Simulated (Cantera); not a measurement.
Feed: 1 mol CCl₄, 1.9 mol H₂, 0.019 mol Si, at 0.000120 bar.

Equilibrium computed with Cantera from the NASA thermochemical tables; the gas is ideal and each condensed phase is pure. Candidate condensed phases: C, C₆H₆, C₇H₈, C₈H₁₈, Si, SiC; 109 gas species. The tables' values for SiCl₃ are old estimates; treat these amounts as uncertain. Rates play no part.

x: gas mole fraction; n: condensed amount in mol.

```tsv
T (°C)	x HCl	x Cl	x H₂	x SiCl₄	x SiCl₂	n C(graphite)
1152	0.963	0.0323	0.000231	0.00430	0.000132	1.00
1177	0.961	0.0333	[?]	[?]	[?]	1.00
1202	0.960	0.0349	0.000696	0.00328	0.000705	1.00
1227	0.957	0.0371	0.00112	0.00250	0.00129	1.00
1252	0.954	0.0398	0.00172	0.00171	0.00201	1.00
1277	0.950	0.0428	[?]	[?]	[?]	1.00
1302	0.945	0.0463	0.00379	0.000604	0.00329	1.000
1327	0.939	0.0502	0.00539	0.000334	0.00371	1.000
```

Task: Fill in the missing entries.

Result: 
- 1177, x H₂: 0.000411
- 1177, x SiCl₄: 0.00389
- 1177, x SiCl₂: 0.000327
- 1277, x H₂: 0.00259
- 1277, x SiCl₄: 0.00105
- 1277, x SiCl₂: 0.00271
